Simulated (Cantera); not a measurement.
Premixed flame

A freely propagating, adiabatic, planar premixed flame of CH₄ : O₂ : N₂ : CO₂ = 1 : 1.43 : 5.37 : 0.2 (molar parts), unburnt at 625 K and 7.40 bar; mixture-averaged transport, grid criteria slope 0.08 and curve 0.16, no radiation.

Model: GRI-Mech 3.0 (53 species, 325 reactions), integrated in Cantera. Burning velocities carry a grid error of a few per cent, more on coarse grids.

```csv
z (mm),T (K),u (m/s),x CH₄,x O₂,x H₂,x HCN,x NO,x CO
-0.477,626,0.283,0.124,0.178,0.00362,<1e-8,<1e-8,3.07e-5
-0.318,637,0.290,0.123,0.176,0.00857,2.45e-8,<1e-8,0.000341
-0.238,665,0.304,0.120,0.173,0.0134,1.05e-7,2.01e-8,0.00122
-0.159,788,0.364,0.109,0.162,0.0213,6.35e-7,1.53e-7,0.00568
-0.0794,1215,0.572,0.0735,0.117,0.0320,3.67e-6,1.77e-6,0.0253
-0.0397,1578,0.752,0.0427,0.0737,0.0377,7.53e-6,4.22e-6,0.0458
0,1916,0.922,0.0152,0.0302,0.0420,1.43e-5,7.75e-6,0.0672
0.0397,2082,1.01,0.00454,0.00881,0.0440,2.32e-5,1.31e-5,0.0767
0.0794,2137,1.03,0.00200,0.00262,0.0455,2.79e-5,1.80e-5,0.0789
0.159,2161,1.04,0.000908,0.000362,0.0477,2.85e-5,2.40e-5,0.0796
0.318,2166,1.05,0.000434,1.88e-5,0.0497,2.49e-5,3.04e-5,0.0804
0.636,2165,1.05,0.000155,1.45e-6,0.0509,1.78e-5,3.99e-5,0.0814
1.27,2164,1.05,2.30e-5,1.35e-6,0.0514,8.35e-6,5.26e-5,0.0820
```
x: mole fraction of selected species; z is measured from the peak of heat release.

```
Property                      Value
------------------------  ---------
laminar burning velocity  28.2 cm/s
thermal thickness          0.159 mm
peak x(H₂)                   0.0515
peak x(HCN)                 2.89e-5
peak x(CO)                   0.0821
grid points                     133
```
